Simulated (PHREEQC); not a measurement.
## Hard or scaling water: speciation

Make-up at 25 °C: 6.5 mmol/kgw CaSO4, 0.49 mmol/kgw Na2HPO4 and 0.33 mmol/kgw KCl. Closed to the air; pH follows from the charge balance.

The numbers come from PHREEQC with the ion-association model, phreeqc.dat.

Each row changes one thing in this solution. Precipitation was switched off in this run.

| case | pH | ionic strength (mol/kgw) | SO4-2 (mol/kgw) | Ca+2 (mol/kgw) | CaSO4 (mol/kgw) | HSO4- (mol/kgw) | SI of Gypsum (CaSO4:2H2O) |
|---|---|---|---|---|---|---|---|
| as made | 7.83 | 0.0210 | 0.00504 | 0.00483 | 0.00144 | 4.77e-9 | -0.51 |
| KCl from 0.00033 to 0.000363 mol/kgw | 7.83 | 0.0211 | 0.00504 | 0.00483 | 0.00144 | 4.77e-9 | -0.51 |
| Na2HPO4 from 0.00049 to 0.000245 mol/kgw | 7.82 | 0.0207 | 0.00502 | 0.00491 | 0.00147 | 4.86e-9 | -0.50 |
| diluted 5-fold with water | 8.05 | 0.00491 | 0.00117 | 0.00114 | 0.000131 | 8.16e-10 | -1.55 |
| KCl replaced by HCl at the same molality | 6.46 | 0.0209 | 0.00502 | 0.00493 | 0.00147 | 1.12e-7 | -0.50 |
| CaSO4 from 0.0065 to 0.00715 mol/kgw | 7.82 | 0.0228 | 0.00548 | 0.00526 | 0.00165 | 5.28e-9 | -0.45 |
| Na2HPO4 left out | 7.04 | 0.0203 | 0.00499 | 0.00500 | 0.00150 | 2.96e-8 | -0.49 |
| 0.0019 mol/kgw Na2SiF6 added | 3.40 | 0.0272 | 0.00497 | 0.00513 | 0.00134 | 0.000120 | -0.54 |
| KCl from 0.00033 to 0.00066 mol/kgw | 7.83 | 0.0214 | 0.00504 | 0.00483 | 0.00143 | 4.76e-9 | -0.51 |

Some of these states are supersaturated (in Hydroxyapatite, Fluorite, Quartz (slow to form), for instance). SiF6-2 is the database's only silicon fluoride.
